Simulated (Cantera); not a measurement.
A Cantera script and what it prints.

```python
import numpy as np
import cantera as ct

gas_names = """
    B BH BH2 BH3 BO BO2 B2 B2O B2O2 B2O3 B3O3H3 H HBO HBO2 HO2 H2 H2O H2O2 H3B3O6 O OH O2 O3
""".split()
cond_names = """
    B(b) B(L) B2O3(L) B3O3H3(cr) H2O(s) H2O(L)
""".split()


def load(file, names, dense=False):
    # The tables refer to 1 bar. Condensed volumes are neglected.
    table = {s.name: s for s in ct.Species.list_from_file(file)}
    out = []
    for n in names:
        d = dict(table[n].input_data)
        d["thermo"] = dict(d["thermo"], **{"reference-pressure": 1e5})
        if dense:
            d["equation-of-state"] = {"model": "constant-volume", "density": "1e6 g/cm^3"}
        out.append(ct.Species.from_dict(d))
    return out


gas = ct.Solution(thermo="ideal-gas", species=load("nasa_gas.yaml", gas_names))
cond = {s.name: ct.Solution(thermo="fixed-stoichiometry", species=[s], name=s.name)
        for s in load("nasa_condensed.yaml", cond_names, dense=True)}
atoms = {
    'B2O3': {'B': 2, 'O': 3},
    'H2O': {'H': 2, 'O': 1},
    'H2': {'H': 2},
}
top_T = {}  # K; cautious upper limits of use, not melting points


def equilibrate(T, P, feed):
    n = {}
    for name, mol in feed.items():
        for a, k in atoms[name].items():
            n[a] = n.get(a, 0.0) + k * mol
    gas.TPX = T, P, n
    mass = sum(n.values()) * gas.mean_molecular_weight
    gas.equilibrate("TP")
    valid = [c for c in cond.values() if c.min_temp <= T <= top_T.get(c.name, c.max_temp)]
    mix = ct.Mixture([(gas, mass / gas.mean_molecular_weight)] + [(c, 0.0) for c in valid])
    mix.T, mix.P = T, P
    mix.equilibrate("TP", solver="vcs", rtol=1e-11, max_steps=5000)
    return mix


results = []
feed = {'B2O3': 1, 'H2O': 0.056, 'H2': 0.25}  # mol
P = 100000  # Pa
for T in [1123, 1223, 1323, 1423, 1523, 1623, 1723, 1823, 1923, 2023, 2123, 2223, 2323]:
    mix = equilibrate(T, P, feed)
    results.append((T, P, feed, dict(zip(mix.species_names, mix.species_moles))))
    x = sorted(zip(gas.X, gas.species_names), reverse=True)
    print(f"T = {T:g} K  P = {P:g} Pa  gas = {mix.phase_moles(0):.4g} mol")
    print("   x: " + "  ".join(f"{s} {v:.3e}" for v, s in x if v > 0.0001))
    print("   condensed (mol): " + ("  ".join(f"{mix.phase(i).name} {mix.phase_moles(i):.4g}"
          for i in range(1, mix.n_phases) if mix.phase_moles(i) > 1e-12) or "none"))
```

It prints:

```
T = 1123 K  P = 100000 Pa  gas = 0.3058 mol
   x: H2 8.174e-01  H2O 1.812e-01  H3B3O6 1.222e-03  HBO2 1.091e-04
   condensed (mol): B2O3(L) 0.9994
T = 1223 K  P = 100000 Pa  gas = 0.3059 mol
   x: H2 8.171e-01  H2O 1.815e-01  H3B3O6 8.306e-04  HBO2 4.885e-04
   condensed (mol): B2O3(L) 0.9995
T = 1323 K  P = 100000 Pa  gas = 0.3062 mol
   x: H2 8.165e-01  H2O 1.812e-01  HBO2 1.718e-03  H3B3O6 5.902e-04
   condensed (mol): B2O3(L) 0.9995
T = 1423 K  P = 100000 Pa  gas = 0.3067 mol
   x: H2 8.151e-01  H2O 1.794e-01  HBO2 4.993e-03  H3B3O6 4.322e-04
   condensed (mol): B2O3(L) 0.999
T = 1523 K  P = 100000 Pa  gas = 0.3079 mol
   x: H2 8.120e-01  H2O 1.752e-01  HBO2 1.240e-02  H3B3O6 3.206e-04
   condensed (mol): B2O3(L) 0.9979
T = 1623 K  P = 100000 Pa  gas = 0.3102 mol
   x: H2 8.056e-01  H2O 1.667e-01  HBO2 2.695e-02  H3B3O6 2.355e-04  B2O3 2.197e-04  HBO 1.438e-04
   condensed (mol): B2O3(L) 0.9956
T = 1723 K  P = 100000 Pa  gas = 0.3146 mol
   x: H2 7.941e-01  H2O 1.521e-01  HBO2 5.190e-02  B2O3 1.117e-03  HBO 4.926e-04  H3B3O6 1.663e-04  H 1.625e-04
   condensed (mol): B2O3(L) 0.9913
T = 1823 K  P = 100000 Pa  gas = 0.3222 mol
   x: H2 7.743e-01  H2O 1.299e-01  HBO2 8.907e-02  B2O3 4.699e-03  HBO 1.503e-03  H 3.812e-04  H3B3O6 1.087e-04
   condensed (mol): B2O3(L) 0.9838
T = 1923 K  P = 100000 Pa  gas = 0.3354 mol
   x: H2 7.407e-01  HBO2 1.361e-01  H2O 1.010e-01  B2O3 1.688e-02  HBO 4.199e-03  H 8.108e-04
   condensed (mol): B2O3(L) 0.9707
T = 2023 K  P = 100000 Pa  gas = 0.3609 mol
   x: H2 6.805e-01  HBO2 1.840e-01  H2O 6.916e-02  B2O3 5.301e-02  HBO 1.088e-02  H 1.567e-03  B2O2 4.582e-04  BO 3.558e-04
   condensed (mol): B2O3(L) 0.9454
T = 2123 K  P = 100000 Pa  gas = 0.4223 mol
   x: H2 5.619e-01  HBO2 2.173e-01  B2O3 1.484e-01  H2O 3.994e-02  HBO 2.539e-02  H 2.689e-03  B2O2 2.627e-03  BO 1.576e-03  BO2 1.550e-04
   condensed (mol): B2O3(L) 0.8846
T = 2223 K  P = 100000 Pa  gas = 0.6454 mol
   x: B2O3 3.763e-01  H2 3.259e-01  HBO2 2.134e-01  HBO 4.457e-02  H2O 1.739e-02  B2O2 1.230e-02  BO 5.963e-03  H 3.657e-03  BO2 4.163e-04
   condensed (mol): B2O3(L) 0.6639
T = 2323 K  P = 100000 Pa  gas = 1.318 mol
   x: B2O3 6.237e-01  HBO2 1.688e-01  H2 1.187e-01  HBO 3.932e-02  B2O2 2.342e-02  BO 1.369e-02  H2O 7.430e-03  H 3.753e-03  BO2 1.067e-03
   condensed (mol): none
```

Method: chemical equilibrium by Gibbs-energy minimisation in Cantera with the NASA 1993 tables (ideal gas, pure condensed phases). Gases not in the tables: H3BO3.
